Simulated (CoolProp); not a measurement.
A simple Rankine cycle with R152A: condensing at 298.15 K, boiler at 2.06 MPa, turbine inlet 352.2 K, turbine efficiency 0.65, pump efficiency 0.8, no recuperator. Each further row changes one setting.

Computed with CoolProp (reference Helmholtz-energy equation of state, Outcalt 1996). It is a modified Benedict-Webb-Rubin equation, recast in Helmholtz form.

```json
[
 {"case": "as stated", "thermal efficiency (%)": "7.6", "net work (kJ/kg)": "___", "heat in (kJ/kg)": "307", "turbine exit temperature (K)": "301.3", "volume ratio over the turbine": "3.64"},
 {"case": "turbine inlet 372.2 K", "thermal efficiency (%)": "7.9", "net work (kJ/kg)": "___", "heat in (kJ/kg)": "340", "turbine exit temperature (K)": "325.4", "volume ratio over the turbine": "3.52"},
 {"case": "condensing temperature 290.15 K", "thermal efficiency (%)": "8.8", "net work (kJ/kg)": "28.1", "heat in (kJ/kg)": "321", "turbine exit temperature (K)": "293.3", "volume ratio over the turbine": "4.63"},
 {"case": "boiler pressure 1.44 MPa", "thermal efficiency (%)": "___", "net work (kJ/kg)": "___", "heat in (kJ/kg)": "326", "turbine exit temperature (K)": "320.2", "volume ratio over the turbine": "2.42"},
 {"case": "turbine efficiency 0.55", "thermal efficiency (%)": "6.3", "net work (kJ/kg)": "19.4", "heat in (kJ/kg)": "307", "turbine exit temperature (K)": "304.4", "volume ratio over the turbine": "3.70"}
]
```

Q: Complete the blanks.

A: 
- as stated, net work (kJ/kg): 23.3
- turbine inlet 372.2 K, net work (kJ/kg): 26.9
- boiler pressure 1.44 MPa, thermal efficiency (%): 5.9
- boiler pressure 1.44 MPa, net work (kJ/kg): 19.1
